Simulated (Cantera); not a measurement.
Charge: 1 mol Al, 11 mol CO, 1.7 mol O2, held at 0.133 bar.

Method: chemical equilibrium by Gibbs-energy minimisation in Cantera with the NASA 1993 tables (ideal gas, pure condensed phases). Candidate condensed phases: Al, Al2O3, C; 19 gas species. Rates play no part.

Q: Which condensed phases are stable at each of these points (T (K)): 600, 700, 800, 900, 1000, 1100, 1200, 1300, 1400, 1500, 1600, 1700, 1800?

A: 
| T (K) | condensed phases | Al condensed (%) |
|---|---|---|
| 600 | Al2O3(s) + C(graphite) | 100.0 |
| 700 | Al2O3(s) + C(graphite) | 100.0 |
| 800 | Al2O3(s) + C(graphite) | 100.0 |
| 900 | Al2O3(s) + C(graphite) | 100.0 |
| 1000 | Al2O3(s) | 100.0 |
| 1100 | Al2O3(s) | 100.0 |
| 1200 | Al2O3(s) | 100.0 |
| 1300 | Al2O3(s) | 100.0 |
| 1400 | Al2O3(s) | 100.0 |
| 1500 | Al2O3(s) | 100.0 |
| 1600 | Al2O3(s) | 100.0 |
| 1700 | Al2O3(s) | 100.0 |
| 1800 | Al2O3(s) | 100.0 |

From 600 K to 900 K the condensed part is Al2O3(s) + C(graphite). From 1000 K to 1800 K the condensed part is Al2O3(s).
